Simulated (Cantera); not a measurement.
**Fe(CO)5 + O2 + H2 (iron carbonyl, mercury and lead vapours)**

A closed system holds: 1 mol Fe(CO)5, 0.024 mol O2, a varied amount of H2, held at 1202 °C and 0.000610 bar.

These are equilibrium values from Cantera (NASA tables, ideal gas, pure condensed phases), not measurements of a reactor. Candidate condensed phases: C, C6H6, C7H8, C8H18, Fe, Fe(CO)5, FeO, Fe(OH)2, Fe(OH)3, Fe2O3, Fe3O4, H2O; 114 gas species. Kinetics and transport are ignored.

```csv
n(H2) (mol),log p H2,log p CO,log p CO2,log p H2O,log p H,log p Fe,log p OH,log p FeO,n Fe(γ)
0.32,-4.44,-3.25,-5.32,-6.13,-7.11,-7.06,-10.37,-11.19,0.999
0.7,-4.13,-3.27,-5.42,-5.88,-6.95,-7.06,-10.28,-11.25,0.999
1.5,-3.86,-3.33,-5.59,-5.72,-6.82,-7.06,-10.26,-11.37,0.999
3.4,-3.61,-3.44,-5.89,-5.66,-6.69,-7.06,-10.32,-11.55,0.999
7.4,-3.44,-3.61,-6.30,-5.73,-6.61,-7.06,-10.48,-11.80,0.998
16,-3.33,-3.84,-6.81,-5.91,-6.55,-7.06,-10.71,-12.08,0.997
35,-3.27,-4.12,-7.40,-6.16,-6.52,-7.06,-10.99,-12.39,0.994
78,-3.24,-4.44,-8.05,-6.46,-6.51,-7.06,-11.31,-12.73,0.988
```
log p: log10 of the partial pressure in bar; n: condensed amount in mol.

From 0.32 mol H2 to 78 mol H2 the condensed part is Fe(γ). The main Fe-bearing gas is Fe throughout.
